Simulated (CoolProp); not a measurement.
The fluid at 189.51 K and 0.0865 MPa flows at 23 m/s in a round tube of 25 mm bore and 1.5 µm roughness, fully developed (64/Re and Nu = 3.66 if laminar; Colebrook and Gnielinski if turbulent). The same conditions are run with several fluids, on thermodynamics alone (safety and materials aside).

Values from CoolProp's reference Helmholtz-energy equation of state of each fluid (ethane: Bücker 2006; oxygen: Schmidt 1985; methane: Setzmann 1991; CF4 (R14): Platzer 1990; normal hydrogen: Leachman 2009). The equations of Platzer and Polt are older, rougher fits.

```json
[
 {"fluid": "ethane", "Reynolds number": "161000", "Darcy friction factor": "0.0167", "pressure drop (Pa/m)": "300", "heat-transfer coefficient (W/(m² K))": "122", "mass flow (kg/h)": "68.9"},
 {"fluid": "oxygen", "Reynolds number": "72200", "Darcy friction factor": "0.0195", "pressure drop (Pa/m)": "364", "heat-transfer coefficient (W/(m² K))": "101", "mass flow (kg/h)": "71.6"},
 {"fluid": "methane", "Reynolds number": "68200", "Darcy friction factor": "0.0198", "pressure drop (Pa/m)": "185", "heat-transfer coefficient (W/(m² K))": "116", "mass flow (kg/h)": "36.0"},
 {"fluid": "CF4 (R14)", "Reynolds number": "248000", "Darcy friction factor": "0.0155", "pressure drop (Pa/m)": "805", "heat-transfer coefficient (W/(m² K))": "127", "mass flow (kg/h)": "199"},
 {"fluid": "normal hydrogen", "Reynolds number": "9790", "Darcy friction factor": "0.0312", "pressure drop (Pa/m)": "36.5", "heat-transfer coefficient (W/(m² K))": "144", "mass flow (kg/h)": "4.50"}
]
```

Transport values come from each fluid's own correlations; those of CF4 (R14) are estimates that may be off by 10 % or more.
